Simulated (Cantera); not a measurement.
Feed: 1 mol CaF2, 2.9 mol HF, 0.78 mol H2, equilibrated at 600 °C and 0.0100 bar.

These are equilibrium values from Cantera (NASA tables, ideal gas, pure condensed phases), not measurements of a reactor. Candidate condensed phases: Ca, CaF2; 15 gas species. Equilibrium is a limit: real reactors are often held back by kinetics, nucleation or transport.

Base state: HF 0.788, H2 0.212 (mole fractions); condensed: CaF2(s).

What changes in the equilibrium state with this change: 0.0024 mol O2 added?


```csv
species,before,after
HF,0.788,0.788
H2,0.212,0.211
H2O,0,0.00130
"CaF2(s), mol",1.00,1.00
```
Further candidate phases: CaO, Ca(OH)2, H2O.
